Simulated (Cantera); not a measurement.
An isothermal, constant-pressure homogeneous reactor starts with C2H4 : O2 : N2 : CH4 = 0.0042 : 0.0056 : 1 : 0.047 (molar parts), at 1148 K and 2100 Torr.

Model: GRI-Mech 3.0 (53 species, 325 reactions), integrated in Cantera. GRI-Mech 3.0 stops at C3 and has no aromatics, soot or wall deposition, so with more carbon than oxygen in the feed, carbon stays in small species such as C2H2 where larger ones or solid carbon would form.

x: mole fraction; the columns are a selection and need not sum to one.

```
t (s)      x C2H4     x O2      x NO   x CH2CO    x HO2
--------  -------  -------  --------  --------  -------
0.000400  0.00397  0.00530    <1e-12  5.34e-10  4.07e-9
0.00120   0.00397  0.00530    <1e-12   6.71e-9  1.15e-8
0.00361   0.00397  0.00530    <1e-12   1.48e-7  4.87e-8
0.0109    0.00397  0.00529    <1e-12   3.74e-6  1.35e-7
0.0326    0.00394  0.00526    <1e-12   1.87e-5  1.57e-7
0.0981    0.00384  0.00514    <1e-12   6.55e-5  2.14e-7
0.295     0.00354      ___    <1e-12  0.000204  3.07e-7
0.886     0.00297      ___    <1e-12  0.000410  2.51e-7
2.66      0.00245      ___  5.73e-12  0.000250  4.20e-8
8.00      0.00200      ___  6.56e-12   4.28e-5  1.48e-9
```

Problem. Fill in the missing entries.

Solution. 
- 0.295, x O2: 0.00468
- 0.886, x O2: 0.00313
- 2.66, x O2: 0.000773
- 8.00, x O2: 7.24e-5
